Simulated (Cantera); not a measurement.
Cantera run, input and output.

```python
import numpy as np
import cantera as ct

gas = ct.Solution("gri30.yaml")
gas.TPX = 1398, 2666, {'C2H4': 1, 'H2': 1.2}
inlet = ct.Reservoir(gas, clone=True)

reactor = ct.IdealGasConstPressureReactor(gas, energy="off", clone=False)
exhaust = ct.Reservoir(gas, clone=True)
tau = [0.93, 0.31, 0.1, 0.034, 0.011, 0.0037, 0.0012, 0.0004][0]
for a, b in ((inlet, reactor), (reactor, exhaust)):
    ct.MassFlowController(a, b, mdot=lambda t: reactor.mass / tau)
net = ct.ReactorNet([reactor])
show = ['C2H4', 'H2', 'H', 'CH2', 'CH4', 'C2H6', 'C2H2']

rows = []
print(f"{'tau/s':>10s}{'T/K':>9s}" + "".join(f"{s:>11s}" for s in show))
for tau in [0.93, 0.31, 0.1, 0.034, 0.011, 0.0037, 0.0012, 0.0004]:
    net.initial_time = 0.0
    net.advance(30 * tau)
    before = gas.X
    net.advance(40 * tau)
    drift = np.max(np.abs(gas.X - before) / (gas.X + 1e-9))
    rows.append([gas.T, *gas[show].X, drift])
    print(f"{tau:10.3e}{gas.T:9.1f}" + "".join(f"{x:11.3e}" for x in gas[show].X))
```

Result:

```
     tau/s      T/K       C2H4         H2          H        CH2        CH4       C2H6       C2H2
 9.300e-01   1398.0  1.627e-01  6.358e-01  1.010e-05  1.205e-10  9.853e-04  2.184e-05  2.004e-01
 3.100e-01   1398.0  2.978e-01  5.940e-01  8.189e-06  1.872e-10  4.498e-04  3.126e-05  1.076e-01
 1.000e-01   1398.0  3.998e-01  5.625e-01  5.935e-06  1.911e-10  1.179e-04  2.643e-05  3.763e-02
 3.400e-02   1398.0  4.421e-01  5.493e-01  2.522e-06  9.152e-11  1.256e-05  8.845e-06  8.566e-03
 1.100e-02   1398.0  4.521e-01  5.462e-01  3.710e-07  1.374e-11  2.751e-07  6.388e-07  1.651e-03
 3.700e-03   1398.0  4.538e-01  5.457e-01  1.042e-07  3.801e-12  1.045e-08  7.273e-08  5.076e-04
 1.200e-03   1398.0  4.543e-01  5.455e-01  3.293e-08  1.135e-12  4.192e-10  9.092e-09  1.605e-04
 4.000e-04   1398.0  4.545e-01  5.455e-01  1.094e-08  3.226e-13  2.035e-11  1.410e-09  5.308e-05
```

Cantera simulation using GRI-Mech 3.0 (53 species, 325 reactions); the numbers are that mechanism's predictions, not measurements. GRI-Mech 3.0 was tuned for natural gas; its chemistry of ethylene as a main component is partial and can be far from experiment. GRI-Mech 3.0 stops at C3 and has no aromatics, soot or wall deposition, so with more carbon than oxygen in the feed, carbon stays in small species such as C2H2 where larger ones or solid carbon would form. Radical loss at walls, strong at low pressure, is not modelled.
